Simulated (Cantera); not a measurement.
Feed: 1 mol Fe(CO)₅, 0.035 mol CO, 0.46 mol N₂, equilibrated at 1323 K.

Equilibrium computed with Cantera from the NASA thermochemical tables; the gas is ideal and each condensed phase is pure. Candidate condensed phases: C, Fe, Fe(CO)₅, FeO, Fe₂O₃, Fe₃O₄; 27 gas species. Condensed phases not in the tables: cementite and carbon dissolved in iron. Rates play no part.

log p: log10 of the partial pressure in bar; n: condensed amount in mol.

| P (Pa) | log p CO | log p N₂ | log p CO₂ | log p Fe | n Fe(γ) | n C(graphite) |
|---|---|---|---|---|---|---|
| 10 | -4.04 | -5.08 | -10.48 | -8.68 | 1.000 | 0 |
| 100 | ___ | ___ | ___ | -8.68 | 1.000 | 0 |
| 1000 | -2.04 | -3.08 | -6.48 | -8.68 | 1.000 | 0 |
| 10000 | ___ | ___ | ___ | -8.68 | 1.00 | ___ |
| 100000 | -0.04 | -1.08 | -2.48 | -8.68 | 1.00 | 0.0180 |
| 1000000 | 0.95 | -0.06 | -0.51 | -8.68 | 1.00 | 0.164 |

Question: Some entries are withheld; supply them.

Answer: 
- 10000, log p CO: -1.04
- 10000, log p N₂: -2.08
- 10000, log p CO₂: -4.48
- 10000, n C(graphite): 0.00182
- 100, log p CO: -3.04
- 100, log p N₂: -4.08
- 100, log p CO₂: -8.48
